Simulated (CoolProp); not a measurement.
Ethanol at 420.87 K and 18.1 MPa flows at 0.14 m/s in a round tube of 100 mm bore and 1.5 µm roughness, fully developed (64/Re and Nu = 3.66 if laminar; Colebrook and Gnielinski if turbulent). Each further row changes one setting.

Values from CoolProp's reference Helmholtz-energy equation of state, Schroeder 2014.

```
case               Reynolds number  Darcy friction factor  pressure drop (Pa/m)  heat-transfer coefficient (W/(m² K))  mass flow (kg/h)
-----------------  ---------------  ---------------------  --------------------  ------------------------------------  ----------------
as stated                    44300                 0.0215                  1.45                                   396              2720
velocity 0.28 m/s            88700                 0.0185                  4.99                                   719              5440
diameter 200 mm              88700                 0.0185                 0.623                                   359             10900
```

Viscosity comes from a separate model (Kiselev 2005). Thermal conductivity comes from a separate model (Assael 2013).
